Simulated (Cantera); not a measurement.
Feed: 1 mol SiCl4, 0.62 mol C3H8, 7.7 mol H2, held at 0.110 bar.

These are equilibrium values from Cantera (NASA tables, ideal gas, pure condensed phases), not measurements of a reactor. Candidate condensed phases: C, C6H6, C7H8, C8H18, Si, SiC; 109 gas species. The tables' values for SiCl, SiCl3 are old estimates; treat these amounts as uncertain. Gases not in the tables: Si2H6 and higher silanes. Kinetics and transport are ignored. All values below are at 2250 K.

Base state: H2 0.679, HCl 0.269, SiCl2 0.0243, H 0.0185, Cl 0.00528, C2H2 (acetylene) 0.00227, SiCl 0.000738, Si 0.000671 (mole fractions); condensed: C(graphite) + SiC(s).

Problem. What changes in the equilibrium state with this change: H2 from 7.7 to 50 mol?

Solution. 
```csv
species,before,after
H2,0.679,0.903
HCl,0.269,0.0688
H,0.0185,0.0213
SiCl2,0.0243,0.00120
SiCl3,0.000278,3.04e-6
SiCl,0.000738,0.000164
Cl,0.00528,0.00117
"C(graphite), mol",1.13,0.641
"SiC(s), mol",0.676,0.871
```
The tables' values for SiCl are old estimates; treat these amounts as uncertain.
